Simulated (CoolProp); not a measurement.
The fluid at 298.15 K and 0.169 MPa (gas) is heated at constant pressure to 409.7 K. The same conditions are run with several fluids, on thermodynamics alone (safety and materials aside).

Computed with CoolProp (reference Helmholtz-energy equation of state of each fluid (isobutene: Lemmon 2005; CF4 (R14): Platzer 1990; nitrogen: Span 2000; ethane: Bücker 2006; oxygen: Schmidt 1985)). The equations of Platzer and Polt are older, rougher fits.

Rank isobutene, CF4 (R14), nitrogen, ethane, oxygen by heat (kJ/kg), highest first.

ethane (222), isobutene (206), nitrogen (116), oxygen (104), CF4 (R14) (86.0)

| fluid | final density (kg/m³) |
|---|---|
| isobutene | 2.83 |
| CF4 (R14) | 4.37 |
| nitrogen | 1.39 |
| ethane | 1.50 |
| oxygen | 1.59 |

Above 300 K oxygen's equation is extrapolated.
